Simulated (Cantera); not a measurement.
Input: 1 mol Cu2O, a varied amount of C, 0.011 mol CO, equilibrated at 2075 K and 0.000410 bar.

Cantera equilibrium calculation (NASA polynomials, part measured and part estimated; ideal gas, pure solids and liquids). Candidate condensed phases: C, Cu, CuO, Cu2O; 15 gas species. Rates play no part.

Question: Which condensed phases are stable at each of these points (n(C) (mol)): 0.8, 1.1, 1.5, 2, 2.7, 3.7, 5?

Answer: 
| n(C) (mol) | condensed phases | Cu condensed (%) |
|---|---|---|
| 0.8 | gas only | 0.0 |
| 1.1 | C(graphite) | 0.0 |
| 1.5 | C(graphite) | 0.0 |
| 2 | C(graphite) | 0.0 |
| 2.7 | C(graphite) | 0.0 |
| 3.7 | C(graphite) | 0.0 |
| 5 | C(graphite) | 0.0 |

At 0.8 mol C nothing is condensed. From 1.1 mol C to 5 mol C the condensed part is C(graphite).
